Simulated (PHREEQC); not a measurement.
1 kg of water holding 0.52 mol/kgw MgCl2, 0.017 mol/kgw MgSO4 and 0.35 mol/kgw NaCl is evaporated at 90 °C; the solids stay in contact with the brine. The system is closed to CO2. Solids allowed: Bischofite, Bloedite, Brucite, Epsomite, Halite, Hexahydrite, Kieserite, Mirabilite, Thenardite, MgCl2_4H2O. Others were left out.

Base run: PHREEQC, Pitzer model, pitzer.dat. Each further column changes one thing. The table gives water activity.

```tsv
H2O removed (mol)	base	temperature from 90 to 50 °C	temperature from 90 to 25 °C
0	0.962	0.961	0.960
9.886	0.953	0.950	0.950
18.01	0.940	0.937	0.936
30.18	0.902	0.897	0.894
34.69	0.873	0.865	0.861
38.4	0.835	0.824	0.818
41.44	0.784	0.768	0.759
43.95	0.718	0.696	0.683
47.7	0.599	0.581	0.568
49.09	0.527	0.494	0.472
50.23	0.424	0.382	0.356
```

At this temperature some constants are extrapolated from 25 °C, and those without enthalpy data are left unchanged.
